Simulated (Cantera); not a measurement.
# HBr + O2 + N2 (abatement and gas-phase synthesis)

Feed: 1 mol HBr, 0.24 mol O2, 0.52 mol N2, at 2030 Torr.

Equilibrium computed with Cantera from the NASA thermochemical tables; the gas is ideal and each condensed phase is pure. Candidate condensed phases: Br2, H2O; 27 gas species. The numbers say what is thermodynamically allowed, not how fast it happens.

```csv
T (K),log p Br,log p N2,log p H2O,log p Br2,log p HBr,log p O2,log p OH
973,-2.42,-0.03,-0.07,-0.07,-1.14,-3.54,-7.43
1123,-1.72,-0.04,-0.08,-0.08,-1.00,-2.14,-5.92
1273,-1.20,-0.04,-0.10,-0.12,-0.78,-1.62,-4.90
1423,-0.81,-0.05,-0.14,-0.19,-0.60,-1.34,-4.15
1573,-0.52,-0.07,-0.19,-0.31,-0.47,-1.17,-3.56
1723,-0.31,-0.09,-0.24,-0.47,-0.40,-1.08,-3.09
1873,-0.18,-0.11,-0.27,-0.70,-0.37,-1.04,-2.71
2023,-0.10,-0.12,-0.30,-0.96,-0.36,-1.04,-2.38
2173,-0.06,-0.13,-0.31,-1.23,-0.37,-1.06,-2.10
2323,-0.03,-0.14,-0.31,-1.49,-0.39,-1.09,-1.86
2473,-0.01,-0.14,-0.32,-1.74,-0.41,-1.13,-1.65
2623,0.00,-0.15,-0.33,-1.97,-0.44,-1.16,-1.47
```
log p: log10 of the partial pressure in bar; nothing condenses.

From 973 K to 2623 K nothing is condensed.
